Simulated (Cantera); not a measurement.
## Adiabatic ignition

An adiabatic, constant-volume homogeneous reactor starts with CH4 : C2H6 : O2 : N2 = 1 : 0.066 : 0.93 : 3.5 (molar parts), at 1050 K and 6900 Torr.

Model: GRI-Mech 3.0 (53 species, 325 reactions), integrated in Cantera.

| t (s) | T (K) | P (bar) | x CH4 | x C2H6 | x O2 | x OH | x CO2 | x H2O | x C2H4 |
|---|---|---|---|---|---|---|---|---|---|
| 4.00e-6 | 1050 | 9.20 | 0.182 | 0.0120 | 0.169 | <1e-12 | <1e-12 | 1.64e-11 | 4.93e-11 |
| 8.23e-6 | 1050 | 9.20 | 0.182 | 0.0120 | 0.169 | <1e-12 | <1e-12 | 6.90e-11 | 2.27e-10 |
| 1.69e-5 | 1050 | 9.20 | 0.182 | 0.0120 | 0.169 | <1e-12 | <1e-12 | 2.89e-10 | 9.83e-10 |
| 3.48e-5 | 1050 | 9.20 | 0.182 | 0.0120 | 0.169 | 1.86e-12 | <1e-12 | 1.21e-9 | 4.08e-9 |
| 7.16e-5 | 1050 | 9.20 | 0.182 | 0.0120 | 0.169 | 3.78e-12 | <1e-12 | 5.02e-9 | 1.61e-8 |
| 0.000147 | 1050 | 9.20 | 0.182 | 0.0120 | 0.169 | 8.32e-12 | <1e-12 | 2.16e-8 | 6.09e-8 |
| 0.000303 | 1050 | 9.20 | 0.182 | 0.0120 | 0.169 | 2.26e-11 | <1e-12 | 1.07e-7 | 2.27e-7 |
| 0.000624 | 1050 | 9.20 | 0.182 | 0.0120 | 0.169 | 8.65e-11 | 3.44e-12 | 6.94e-7 | 9.78e-7 |
| 0.00128 | 1050 | 9.20 | 0.182 | 0.0120 | 0.169 | 5.67e-10 | 9.44e-11 | 7.25e-6 | 6.30e-6 |
| 0.00264 | 1051 | 9.21 | 0.182 | 0.0120 | 0.169 | 4.13e-9 | 5.31e-9 | 0.000114 | 6.12e-5 |
| 0.00543 | 1057 | 9.27 | 0.181 | 0.0116 | 0.168 | 1.81e-8 | 3.30e-7 | 0.00114 | 0.000456 |
| 0.0112 | 2233 | 24.3 | 0.000102 | 8.40e-10 | 1.43e-8 | 4.03e-5 | 0.0119 | 0.0948 | 3.36e-7 |
| 0.0230 | 2233 | 24.3 | 1.26e-7 | <1e-12 | 1.41e-8 | 4.02e-5 | 0.0119 | 0.0946 | 1.49e-12 |
| 0.0473 | 2233 | 24.3 | 1.25e-7 | <1e-12 | 1.41e-8 | 4.02e-5 | 0.0119 | 0.0946 | 1.49e-12 |
| 0.0972 | 2233 | 24.3 | 1.25e-7 | <1e-12 | 1.41e-8 | 4.01e-5 | 0.0119 | 0.0946 | 1.49e-12 |
| 0.200 | 2233 | 24.3 | 1.25e-7 | <1e-12 | 1.41e-8 | 4.01e-5 | 0.0119 | 0.0946 | 1.49e-12 |
x: mole fraction; the columns are a selection and need not sum to one.

The time of steepest temperature rise comes out as 8.76 ms. The temperature at 0.200 s comes out as 2233 K and the equilibrium temperature is 2233 K. The x(CH4) at 0.200 s is 1.25e-7 (gas-phase equilibrium 1.39e-7) and the x(C2H6) at 0.200 s comes out as <1e-12 (gas-phase equilibrium <1e-12). The x(O2) at 0.200 s comes out as 1.41e-8 (gas-phase equilibrium 1.41e-8).
